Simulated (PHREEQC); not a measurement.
Consider water at 25 °C with 0.0004 mol/kgw Ca(HCO3)2. Closed to the air; pH follows from the charge balance.

The numbers come from PHREEQC with the ion-association model, phreeqc.dat.

```csv
quantity,before,after
pH,8.19,7.00
ionic strength (mol/kgw),0.00119,0.00120
```

**Question.** Which change was made?
A. Ca(HCO3)2 from 0.0004 to 0.00036 mol/kgw
B. diluted 5-fold with water
C. Ca(HCO3)2 from 0.0004 to 0.002 mol/kgw
D. Ca(HCO3)2 replaced by CaCl2 at the same molality
E. temperature from 25 to 5 °C

**Answer.** D, Ca(HCO3)2 replaced by CaCl2 at the same molality

No solid was allowed to form.
